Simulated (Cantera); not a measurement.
Feed: 1 mol AlN, 1 mol I2, 0.019 mol O2, equilibrated at 1250 K and 6.30 bar.

Equilibrium computed with Cantera from the NASA thermochemical tables; the gas is ideal and each condensed phase is pure. Candidate condensed phases: Al, AlI3, AlN, Al2O3, I2; 21 gas species. Mutual solubility and eutectic melting of coexisting phases are not modelled. Rates play no part.

Base state: AlI3 0.613, N2 0.322, I2 0.0356, I 0.0267, Al2I6 0.00285 (mole fractions); condensed: AlN(s) + Al2O3(s).

**Question.** What changes in the equilibrium state with this change: O2 from 0.019 to 1.8 mol?

**Answer.** 
```tsv
species	before	after
O2	<1e-9	0.395
I2	0.0356	0.335
N2	0.322	0.188
AlI3	0.613	<1e-9
I	0.0267	0.0819
Al2I6	0.00285	<1e-9
NO	<1e-9	0.000189
AlN(s), mol	0.341	0
Al2O3(s), mol	0.0127	0.500
```
